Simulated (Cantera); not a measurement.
# Ignition delay

Mixture: CH4 : CO : O2 : N2 : H2O = 1 : 0.082 : 3.19 : 9.89 : 4.1 (molar parts), equivalence ratio 0.64, at 1280 Torr, adiabatic and at constant volume. Ignition delay is the time to a rise of 400 K.

Model: GRI-Mech 3.0 (53 species, 325 reactions), integrated in Cantera.

```
T0 (K)  delay (ms)
------  ----------
1000           545
1075           159
1150          53.6
1225          19.9
1300          7.87
1375          3.26
```

```yaml
apparent activation energy between 1225 and 1375 K: 170 kJ/mol
```
